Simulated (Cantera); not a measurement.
A freely propagating, adiabatic, planar premixed flame of C2H4 : O2 : N2 : H2O = 1 : 4.29 : 17.6 : 2.4 (molar parts), unburnt at 450 K and 10.0 bar; mixture-averaged transport, grid criteria slope 0.08 and curve 0.16, no radiation.

Model: GRI-Mech 3.0 (53 species, 325 reactions), integrated in Cantera. GRI-Mech 3.0 was tuned for natural gas; its chemistry of ethylene as a main component is partial and can be far from experiment. Burning velocities carry a grid error of a few per cent, more on coarse grids.

### Question
How do the results move with these cheaper or finer settings: unity-Lewis-number transport; multicomponent transport; multicomponent+Soret transport; grid criteria slope 0.5, curve 1; grid criteria slope 0.25, curve 0.5; grid criteria slope 0.03, curve 0.06?

### Answer
```csv
setting,laminar burning velocity,thermal thickness,peak x(H2),peak x(O),grid points
as above,20.8 cm/s,0.0983 mm,0.00223,0.000319,132
unity-Lewis-number transport,19.6 cm/s,0.100 mm,0.00249,0.000327,128
multicomponent transport,21.3 cm/s,0.0988 mm,0.00228,0.000326,133
multicomponent+Soret transport,21.3 cm/s,0.0985 mm,0.00219,0.000330,133
"grid criteria slope 0.5, curve 1",22.7 cm/s,0.105 mm,0.00236,0.000341,35
"grid criteria slope 0.25, curve 0.5",22.1 cm/s,0.102 mm,0.00228,0.000329,56
"grid criteria slope 0.03, curve 0.06",20.2 cm/s,0.0974 mm,0.00219,0.000313,342
```
The base run took roughly 7 core-seconds.
Unity Lewis numbers drop preferential diffusion, which matters most where H2 and H carry the flame; Soret adds thermal diffusion.
